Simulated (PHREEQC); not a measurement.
Solution (25 °C): 0.012 mol/kgw CdCl2 and 0.0016 mol/kgw FeSO4. Closed to the air; pH follows from the charge balance.

Computed with PHREEQC (ion-association model, wateq4f.dat).

**Question.** The ionic strength comes out as 0.0285 mol/kgw. What activity coefficients do Cd(SO4)2-2, Fe+2, CdCl3-, SO4-2, H+ get?

**Answer.** Cd(SO4)2-2 0.53, Fe+2 0.55, CdCl3- 0.85, SO4-2 0.54, H+ 0.88.

Precipitation was switched off in this run. Complexes and solids missing from the database can't appear.
